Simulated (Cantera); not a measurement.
Input: 1 mol C₆H₆, 1.8 mol CO₂, 6.4 mol H₂, 0.31 mol O₂, at 3.90 Torr.

These are equilibrium values from Cantera (NASA tables, ideal gas, pure condensed phases), not measurements of a reactor. Candidate condensed phases: C, C₆H₆, C₇H₈, C₈H₁₈, H₂O; 110 gas species. Rates play no part.

log p: log10 of the partial pressure in bar; n: condensed amount in mol.

```csv
T (K),log p H₂,log p H,log p CO,log p C₂H₂ (acetylene),n C(graphite)
1948,-2.45,-4.17,-2.80,-5.72,3.57
2048,-2.46,…,-2.80,…,3.56
2148,-2.47,-3.62,-2.80,-5.19,3.55
2248,-2.49,-3.38,-2.81,-4.97,3.52
2348,-2.52,-3.17,-2.82,-4.79,3.49
2448,-2.57,-2.99,-2.84,-4.63,3.44
2548,-2.64,-2.83,-2.86,-4.52,3.37
2648,…,…,-2.89,-4.44,3.27
2748,-2.86,-2.60,-2.92,-4.41,3.05
```

**Question.** Complete the blanks.

**Answer.** 
- 2048, log p H: -3.88
- 2048, log p C₂H₂ (acetylene): -5.44
- 2648, log p H₂: -2.73
- 2648, log p H: -2.70
